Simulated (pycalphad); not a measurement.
An equivalent pycalphad script:

```python
from pycalphad import Database, equilibrium, calculate, variables as v
import numpy as np
db = Database('COST507.tdb')
comps = ['AL', 'C', 'VA']
phases = ['AL4C3', 'FCC_A1', 'GRAPHITE', 'LIQUID']
eq = equilibrium(db, comps, phases, {v.X('C'): 0.5565, v.T: np.arange(3050, 499, -50), v.P: 101325, v.N: 1}, output=['HM', 'SM'])
```

Computed with pycalphad from the COST 507 light-alloy database (1999), at 1 atm. No gas phase is included, though pure Al would boil below 2777 °C. The data set is of 1999 and partly superseded. Amounts are mole fractions of atoms. Kinetics are ignored, which matters at the lower temperatures.

Results at three of the temperatures:

```
T = 1850.00 K, P = 101325 Pa, N = 1 mol of atoms
G = -82608 J/mol, H = 12250 J/mol, S = 51.27 J/(mol K)  (SER reference)
chemical potentials (J/mol): Al -136050, C -40018
phase             fraction      x(Al)       x(C)
AL4C3               0.7761     0.5714     0.4286
GRAPHITE            0.2239       none     1.0000
```

```
T = 1500.00 K, P = 101325 Pa, N = 1 mol of atoms
G = -65592 J/mol, H = 3096 J/mol, S = 45.79 J/(mol K)  (SER reference)
chemical potentials (J/mol): Al -113630, C -27309
phase             fraction      x(Al)       x(C)
AL4C3               0.7761     0.5714     0.4286
GRAPHITE            0.2239       none     1.0000
```

```
T = 950.00 K, P = 101325 Pa, N = 1 mol of atoms
G = -43344 J/mol, H = -10687 J/mol, S = 34.38 J/(mol K)  (SER reference)
chemical potentials (J/mol): Al -83346, C -11464
phase             fraction      x(Al)       x(C)
AL4C3               0.7761     0.5714     0.4286
GRAPHITE            0.2239       none     1.0000
```

Changes of the phase set, refined by bisection:

```json
[
 {"T (°C)": "2155.8", "phases above": "graphite + liquid", "phases below": "AL4C3 + graphite"}
]
```

Database names, with the compositions (at.%) that they take in these runs: AL4C3: Al 57 C 43. An entry "none" or "no" means that the model of the phase leaves that element out.
